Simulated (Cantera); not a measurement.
A closed system holds: 1 mol BN, 14 mol H₂, 1.4 mol N₂, held at 800 °C and 1.33 mbar.

Method: chemical equilibrium by Gibbs-energy minimisation in Cantera with the NASA 1993 tables (ideal gas, pure condensed phases). Candidate condensed phases: B, BN; 15 gas species. Kinetics and transport are ignored.

Base state: H₂ 0.909, N₂ 0.0909 (mole fractions); condensed: BN(s).

Q: What changes in the equilibrium state with this change: temperature from 800 °C to 1850 °C?

A: 
| species | before | after |
|---|---|---|
| H₂ | 0.909 | 0.797 |
| N₂ | 0.0909 | 0.114 |
| H | 3.66e-7 | 0.0877 |
| BH₂ | <1e-9 | 0.000724 |
| B | <1e-9 | 0.000687 |
| BH | <1e-9 | 3.35e-5 |
| BN(s), mol | 1.00 | 0 |
| B(s), mol | 0 | 0.976 |
The tables' values for BH₂ are old estimates; treat these amounts as uncertain.
